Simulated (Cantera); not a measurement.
A perfectly stirred reactor is fed with 5.88 % C3H8, 94.1 % H2, at 0.133 bar; it is held at 1625 K, and followed from long to short residence time.

Model: GRI-Mech 3.0 (53 species, 325 reactions), integrated in Cantera. GRI-Mech 3.0 was tuned for natural gas; its chemistry of propane as a main component is partial and can be far from experiment. GRI-Mech 3.0 stops at C3 and has no aromatics, soot or wall deposition, so with more carbon than oxygen in the feed, carbon stays in small species such as C2H2 where larger ones or solid carbon would form.

x: mole fraction; the columns are a selection and need not sum to one.

| τ (s) | x C3H8 | x H2 | x CH3 | x C2H4 | x H | x C2H2 |
|---|---|---|---|---|---|---|
| 20 | [?] | 0.918 | 5.17e-5 | 0.000764 | 0.000192 | 0.0691 |
| 6.2 | [?] | 0.915 | 7.67e-5 | 0.000762 | 0.000201 | 0.0670 |
| 2.0 | [?] | 0.911 | 0.000118 | 0.000790 | 0.000220 | 0.0640 |
| 0.63 | [?] | 0.906 | 0.000183 | 0.000908 | 0.000259 | 0.0606 |
| 0.20 | [?] | 0.902 | 0.000283 | 0.00123 | 0.000327 | 0.0574 |
| 0.065 | [?] | 0.899 | 0.000433 | 0.00195 | 0.000431 | 0.0541 |
| 0.021 | [?] | 0.896 | 0.000655 | 0.00351 | 0.000576 | 0.0503 |
| 0.0066 | [?] | 0.893 | 0.000976 | 0.00682 | 0.000770 | 0.0451 |
| 0.0021 | [?] | 0.891 | 0.00142 | 0.0130 | 0.00100 | 0.0373 |
| 0.00067 | [?] | 0.890 | 0.00208 | 0.0224 | 0.00125 | 0.0264 |

### Question
Some entries are withheld; supply them.

### Answer

- 20, x C3H8: 2.74e-7
- 6.2, x C3H8: 8.68e-7
- 2.0, x C3H8: 2.60e-6
- 0.63, x C3H8: 7.64e-6
- 0.20, x C3H8: 2.13e-5
- 0.065, x C3H8: 5.55e-5
- 0.021, x C3H8: 0.000141
- 0.0066, x C3H8: 0.000364
- 0.0021, x C3H8: 0.000929
- 0.00067, x C3H8: 0.00238
